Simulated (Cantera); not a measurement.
What does this Cantera script print?

```python
import numpy as np
import cantera as ct

gas = ct.Solution("gri30.yaml")


def delay(T, t_max=10):
    gas.TPX = T, 101325, {'H2': 1, 'O2': 0.505, 'N2': 1.9, 'NO': 0.12}
    reactor = ct.IdealGasConstPressureReactor(gas, clone=False)
    net = ct.ReactorNet([reactor])
    net.rtol, net.atol = 1e-8, 1e-16
    while net.time < t_max:
        t_old, T_old = net.time, reactor.T
        net.step()
        if reactor.T > T + 400:  # ignition: a rise of 400 K
            return t_old + (T + 400 - T_old) / (reactor.T - T_old) * (net.time - t_old)
    return np.nan


taus = []
for T in [1175, 1250, 1325, 1400, 1475, 1550, 1625]:
    taus.append(delay(T))
    print(f"T0 = {T:6g} K   tau = {taus[-1]:.4e} s")
```

It prints:

```
T0 =   1175 K   tau = 5.0317e-05 s
T0 =   1250 K   tau = 3.5483e-05 s
T0 =   1325 K   tau = 2.6756e-05 s
T0 =   1400 K   tau = 2.1450e-05 s
T0 =   1475 K   tau = 1.8198e-05 s
T0 =   1550 K   tau = 1.6261e-05 s
T0 =   1625 K   tau = 1.5217e-05 s
```

Cantera simulation using GRI-Mech 3.0 (53 species, 325 reactions); the numbers are that mechanism's predictions, not measurements. The mechanism lacks 2 NO + O2 → 2 NO2 and HONO, so NO2 and the effect of NO are under-described below about 1400 K. Where the delays flatten at high temperature, the 400 K rule measures the pace of heat release, not the induction time.
